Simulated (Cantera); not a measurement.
Mixture: CO : H2 : CH4 : O2 : N2 = 1 : 0.57 : 0.035 : 1.02 : 2.85 (molar parts), at 30.0 bar, adiabatic and at constant pressure. Ignition delay is the time to a rise of 400 K.

Cantera simulation using GRI-Mech 3.0 (53 species, 325 reactions); the numbers are that mechanism's predictions, not measurements. The pressure lies above the range GRI-Mech 3.0 was tuned for (to about 10 atm).

Q: Predict: delay at 1225 K; delay at 1300 K; delay at 1375 K; delay at 1450 K; delay at 1525 K; delay at 1600 K; delay at 1675 K; apparent activation energy between 1525 and 1675 K.

A: 
```
Property                                                 Value
--------------------------------------------------  ----------
delay at 1225 K                                        39.4 µs
delay at 1300 K                                        11.7 µs
delay at 1375 K                                        3.93 µs
delay at 1450 K                                        1.69 µs
delay at 1525 K                                       0.944 µs
delay at 1600 K                                       0.629 µs
delay at 1675 K                                       0.464 µs
apparent activation energy between 1525 and 1675 K  100 kJ/mol
```
